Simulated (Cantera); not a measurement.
# Ammonia decomposition in nitride growth gas

An isothermal, constant-pressure homogeneous reactor starts with NH3 : H2 = 1 : 0.37 (molar parts), at 1850 K and 0.750 atm.

Model: the gas-phase N/H chemistry of the illustrative SiF4/NH3 mechanism in the Surface Chemkin manual (1991), integrated in Cantera. Walls and surfaces, which speed up NH3 decomposition in real reactors, are not modelled.

| t (s) | x NH3 | x H2 | x H | x N2 | x N |
|---|---|---|---|---|---|
| 0.000200 | 0.729 | 0.270 | 4.17e-5 | 2.28e-5 | 4.35e-8 |
| 0.000601 | 0.728 | 0.271 | 6.10e-5 | 0.000339 | 1.25e-7 |
| 0.00181 | 0.724 | 0.274 | 6.23e-5 | 0.00153 | 1.29e-7 |
| 0.00543 | 0.712 | 0.283 | 6.46e-5 | 0.00504 | 1.30e-7 |
| 0.0163 | 0.677 | 0.307 | 7.14e-5 | 0.0151 | 1.34e-7 |
| 0.0490 | 0.587 | 0.372 | 9.04e-5 | 0.0412 | 1.41e-7 |
| 0.147 | 0.401 | 0.504 | 0.000139 | 0.0949 | 1.53e-7 |
| 0.443 | 0.166 | 0.670 | 0.000241 | 0.163 | 1.53e-7 |
| 1.33 | 0.0327 | 0.765 | 0.000411 | 0.201 | 1.03e-7 |
| 4.00 | 0.00498 | 0.785 | 0.000530 | 0.209 | 3.17e-8 |
x: mole fraction; the columns are a selection and need not sum to one.

Equilibrium at this temperature and pressure: NH3 6.40e-6, H2 0.789, H 0.000552, N2 0.211, N 4.56e-11 (gas phase only).
